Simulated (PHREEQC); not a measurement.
1 kg of water holding 0.11 mol/kgw MgCl2 and 0.043 mol/kgw NaCl is evaporated at 50 °C; the solids stay in contact with the brine. CO2 from the air is kept out. Solids allowed: Bischofite, Brucite, Halite, MgCl2_4H2O. Others were left out.

Model: Pitzer model, pitzer.dat, run in PHREEQC.

**Question.** Predict ionic strength, water activity, Cl in solution (mol/kgw) at water left (kg) = 0.2082, 0.05275, 0.02407, 0.01979.

**Answer.** 
```tsv
water left (kg)	ionic strength	water activity	Cl in solution (mol/kgw)
0.2082	1.79	0.966	1.26
0.05275	7.07	0.800	4.99
0.02407	14.1	0.496	9.55
0.01979	16.8	0.379	11.3
```

Constants without temperature data keep their 25 °C values here.
